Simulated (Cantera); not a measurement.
# NO annealing gas

A perfectly stirred reactor is fed with NO : N2 : H2O = 1 : 1.6 : 0.017 (molar parts), at 1330 Pa; it is held at 2123 K, and followed from long to short residence time.

Computed with Cantera and GRI-Mech 3.0 (53 species, 325 reactions). Radical loss at walls, strong at low pressure, is not modelled.

| τ (s) | x NO | x N2O | x N2 | x O | x O2 | x NO2 |
|---|---|---|---|---|---|---|
| 17 | 0.0633 | 6.30e-7 | 0.768 | 0.00550 | 0.156 | 9.05e-6 |
| 5.8 | 0.129 | 2.45e-6 | 0.735 | 0.00486 | 0.123 | 1.65e-5 |
| 2.0 | 0.236 | 8.15e-6 | 0.682 | 0.00365 | 0.0702 | 2.29e-5 |
| 0.69 | 0.330 | 1.58e-5 | 0.636 | 0.00208 | 0.0247 | 1.97e-5 |
| 0.24 | 0.368 | 2.05e-5 | 0.617 | 0.000878 | 0.00635 | 1.32e-5 |
| 0.082 | 0.379 | 2.81e-5 | 0.612 | 0.000253 | 0.00135 | 1.03e-5 |
| 0.028 | 0.381 | 3.62e-5 | 0.611 | 7.57e-5 | 0.000273 | 1.12e-5 |
| 0.0097 | 0.382 | 2.84e-5 | 0.611 | 3.08e-5 | 3.19e-5 | 1.00e-5 |
| 0.0034 | 0.382 | 1.42e-5 | 0.611 | 1.00e-5 | 1.27e-6 | 2.42e-6 |
| 0.0012 | 0.382 | 5.78e-6 | 0.611 | 4.41e-6 | 9.56e-8 | 2.98e-7 |
| 0.00040 | 0.382 | 2.04e-6 | 0.611 | 1.81e-6 | 1.03e-8 | 2.46e-8 |
x: mole fraction; the columns are a selection and need not sum to one.
